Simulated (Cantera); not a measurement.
**Adiabatic ignition**

An adiabatic, constant-volume homogeneous reactor starts with H2 : O2 : N2 : NO = 1 : 0.5 : 1.88 : 0.0087 (molar parts), at 1525 K and 88000 Pa.

Detailed kinetics in Cantera: GRI-Mech 3.0 (53 species, 325 reactions).

```tsv
t (s)	T (K)	P (bar)	x H2	x O2	x NO	x N2	x N2O	x O
3.00e-6	1525	0.880	0.295	0.148	0.00257	0.555	1.58e-9	7.14e-7
6.63e-6	1525	0.880	0.295	0.147	0.00257	0.555	1.10e-8	2.86e-5
1.47e-5	1771	1.01	0.0726	0.0457	0.00259	0.560	6.64e-8	0.0276
3.24e-5	2443	1.34	0.0661	0.0283	0.00278	0.585	1.04e-7	0.0230
7.17e-5	2905	1.54	0.0595	0.0211	0.00349	0.604	4.29e-7	0.0139
0.000158	2985	1.57	0.0577	0.0190	0.00586	0.606	6.26e-7	0.0120
0.000350	2982	1.57	0.0583	0.0181	0.00924	0.605	6.76e-7	0.0115
0.000775	2979	1.57	0.0588	0.0174	0.0114	0.604	7.20e-7	0.0112
0.00171	2978	1.57	0.0588	0.0174	0.0117	0.603	7.27e-7	0.0111
0.00379	2978	1.57	0.0588	0.0174	0.0117	0.603	7.27e-7	0.0111
0.00837	2978	1.57	0.0588	0.0174	0.0117	0.603	7.27e-7	0.0111
0.0185	2978	1.57	0.0588	0.0174	0.0117	0.603	7.27e-7	0.0111
0.0409	2978	1.57	0.0588	0.0174	0.0117	0.603	7.27e-7	0.0111
0.0905	2978	1.57	0.0588	0.0174	0.0117	0.603	7.27e-7	0.0111
0.200	2978	1.57	0.0588	0.0174	0.0117	0.603	7.27e-7	0.0111
```
x: mole fraction; the columns are a selection and need not sum to one.

| Quantity | Result |
|---|---|
| time of steepest temperature rise | 13.6 µs |
| temperature at 0.200 s | 2978 K |
| equilibrium temperature | 2978 K |
| x(H2) at 0.200 s | 0.0588 (gas-phase equilibrium 0.0588) |
| x(O2) at 0.200 s | 0.0174 (gas-phase equilibrium 0.0174) |
| x(NO) at 0.200 s | 0.0117 (gas-phase equilibrium 0.0117) |
